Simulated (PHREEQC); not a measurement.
City or well water: speciation

Synthetic water in mg/L, 25 °C, pH 6.34, pe 8.2:

```tsv
constituent	mg/L
Na	17.3
K	0.000354
Ca	7.55
Mg	1.7
Cl	21
S(6) as SO4	17.2
Alkalinity as HCO3	20.3
Sr	0.0912
B	0.0782
```

Cl is adjusted to close the charge balance.
Valence states are taken as typed.

Equilibrium calculation in PHREEQC: ion-association model, phreeqc.dat.

No solid was allowed to form.

Question: What specific conductance does the model give?

Answer: specific conductance 147 µS/cm.

Question: In which forms is Ca present?

Answer: Ca+2 98 %, CaSO4 2.1 % of the Ca.
